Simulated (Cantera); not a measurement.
Feed: 1 mol HI, 0.11 mol H2O, 1.1 mol H2, at 450000 Pa.

Cantera equilibrium calculation (NASA polynomials, part measured and part estimated; ideal gas, pure solids and liquids). Candidate condensed phases: H2O, I2; 25 gas species. Ions and electrons are included (thermal ionisation). Equilibrium is a limit: real reactors are often held back by kinetics, nucleation or transport.

Task: At 5000 K, list the 6 most abundant gas species with their mole fractions, and the condensed phases.

Result: H 0.689, I 0.231, H2 0.0517, O 0.0222, OH 0.00310, HI 0.00277. Condensed: gas only.
